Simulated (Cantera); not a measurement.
A perfectly stirred reactor is fed with 10.6 % CH4, 21.3 % O2, 55.3 % N2, 12.8 % H2O, at 0.250 bar; it is adiabatic with a 525 K inlet, and is followed from long to short residence time, starting on the burning branch (τ in s: 0.33, 0.14, 0.059, 0.025, 0.01, 0.0044, 0.0018, 0.00077, 0.00033, 0.00014, 5.7e-05, 2.4e-05).

Detailed kinetics in Cantera: GRI-Mech 3.0 (53 species, 325 reactions).

x: mole fraction; the columns are a selection and need not sum to one.

| τ (s) | T (K) | x CH4 | x O2 | x H2O | x N2O | x CO | x H | x C2H6 |
|---|---|---|---|---|---|---|---|---|
| 0.33 | 2319 | 1.43e-6 | 0.0134 | 0.312 | 7.40e-8 | 0.0207 | 0.00275 | <1e-12 |
| 0.14 | 2310 | 3.18e-6 | 0.0142 | 0.311 | 6.92e-8 | 0.0213 | 0.00299 | <1e-12 |
| 0.059 | 2290 | 6.85e-6 | 0.0154 | 0.309 | ___ | 0.0224 | 0.00350 | 1.80e-12 |
| 0.025 | 2252 | 1.40e-5 | 0.0174 | 0.305 | ___ | 0.0243 | 0.00454 | 7.63e-12 |
| 0.010 | 2188 | 2.90e-5 | 0.0203 | 0.299 | ___ | 0.0272 | 0.00657 | 3.38e-11 |
| 0.0044 | 2118 | 5.68e-5 | 0.0232 | 0.292 | ___ | 0.0299 | 0.00922 | 1.32e-10 |
| 0.0018 | 2039 | 0.000125 | 0.0266 | 0.285 | ___ | 0.0327 | 0.0126 | 6.51e-10 |
| 0.00077 | 1968 | 0.000282 | 0.0302 | 0.279 | ___ | 0.0360 | 0.0154 | 3.50e-9 |
| 0.00033 | 1902 | 0.000709 | 0.0353 | 0.275 | 2.20e-8 | 0.0414 | 0.0166 | 2.50e-8 |
| 0.00014 | 1808 | 0.00252 | 0.0482 | 0.272 | ___ | 0.0543 | 0.0133 | 5.14e-7 |
| 5.7e-5 | 525 | 0.106 | 0.213 | 0.128 | <1e-12 | <1e-12 | <1e-12 | <1e-12 |
| 2.4e-5 | 525 | 0.106 | 0.213 | 0.128 | <1e-12 | <1e-12 | <1e-12 | <1e-12 |

Q: Complete the blanks.

A: 
- 0.059, x N2O: 6.06e-8
- 0.025, x N2O: 4.92e-8
- 0.010, x N2O: 3.77e-8
- 0.0044, x N2O: 3.06e-8
- 0.0018, x N2O: 2.62e-8
- 0.00077, x N2O: 2.38e-8
- 0.00014, x N2O: 1.84e-8
